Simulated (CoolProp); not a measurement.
Saturation properties of hexamethyldisiloxane (MM) (Tc = 518.7 K, pc = 1.931 MPa, ω = 0.418).

The numbers come from the reference Helmholtz-energy equation of state, Thol 2016 in CoolProp.

| T (K) | p (MPa) | liquid density (kg/m³) | enthalpy of vaporisation (kJ/kg) | liquid cp (kJ/(kg K)) |
|---|---|---|---|---|
| 315.4 | 0.01261 | ___ | ___ | 1.946 |
| 325.1 | ___ | 730.6 | 216.6 | 1.972 |
| 334.7 | 0.02778 | ___ | 212.1 | 1.999 |
| 344.4 | 0.03966 | 709.1 | 207.4 | 2.027 |
| 354 | 0.05509 | 698.1 | 202.7 | 2.056 |
| 363.7 | 0.07517 | 686.8 | 197.9 | 2.085 |
| 373.4 | ___ | 675.2 | 192.8 | 2.115 |
| 383 | 0.1318 | 663.4 | 187.7 | 2.145 |
| 392.7 | 0.1706 | 651.1 | 182.3 | 2.177 |
| 402.3 | 0.2170 | 638.5 | ___ | 2.209 |
| 412 | 0.2731 | 625.4 | 170.8 | 2.244 |
| 421.6 | 0.3388 | 611.8 | 164.6 | ___ |
| 431.3 | 0.4168 | 597.4 | 157.9 | 2.319 |
| 441 | 0.5078 | 582.2 | 150.8 | 2.362 |
| 450.6 | 0.6119 | 566.2 | 143.2 | ___ |

Some entries are withheld; supply them.


- 315.4, liquid density (kg/m³): 741.1
- 315.4, enthalpy of vaporisation (kJ/kg): 221.0
- 325.1, p (MPa): 0.01903
- 334.7, liquid density (kg/m³): 720.0
- 373.4, p (MPa): 0.1006
- 402.3, enthalpy of vaporisation (kJ/kg): 176.7
- 421.6, liquid cp (kJ/(kg K)): 2.280
- 450.6, liquid cp (kJ/(kg K)): 2.409

It boils at 373.7 K under 1 atm.
